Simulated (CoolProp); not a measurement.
Properties of sulfur dioxide along the isobar 101 kPa (Tc = 157.5 °C, pc = 7887 kPa, ω = 0.256).

Computed with CoolProp (reference Helmholtz-energy equation of state, Gao 2016).

| T (°C) | phase | density (kg/m³) | Joule-Thomson coefficient (K/MPa) |
|---|---|---|---|
| 87.35 | gas | 2.177 | 20.65 |
| 100.05 | gas | 2.101 | [?] |
| 112.65 | gas | 2.030 | 16.83 |
| 125.35 | gas | 1.964 | 15.33 |
| 137.95 | gas | 1.903 | 14.04 |
| 150.65 | gas | 1.845 | 12.92 |
| 163.25 | gas | 1.791 | 11.95 |
| 175.95 | gas | 1.740 | 11.08 |
| 188.55 | gas | 1.691 | [?] |
| 201.25 | gas | 1.646 | 9.644 |
| 213.85 | gas | 1.603 | [?] |
| 226.55 | gas | 1.561 | 8.487 |
| 239.15 | gas | 1.523 | [?] |
| 251.85 | gas | 1.486 | 7.537 |

Q: Complete the blanks.

A: 
- 100.05, Joule-Thomson coefficient (K/MPa): 18.58
- 188.55, Joule-Thomson coefficient (K/MPa): 10.33
- 213.85, Joule-Thomson coefficient (K/MPa): 9.038
- 239.15, Joule-Thomson coefficient (K/MPa): 7.992
